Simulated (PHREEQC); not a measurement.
Make-up at 25 °C: 1.9 mmol/kgw KOH, 0.55 mmol/kgw KCl and 2 mmol/kgw NaCl. It is in equilibrium with CO2 at log p = -2 (atm). Otherwise closed; pH follows from the charge balance.

Computed with PHREEQC (ion-association model, phreeqc.dat).

The ionic strength comes out as 0.00445 mol/kgw. What activity coefficients do HCO3-, Cl-, K+, Na+, CO3-2 get?

HCO3- 0.93, Cl- 0.93, K+ 0.93, Na+ 0.93, CO3-2 0.76.

No solid was allowed to form.
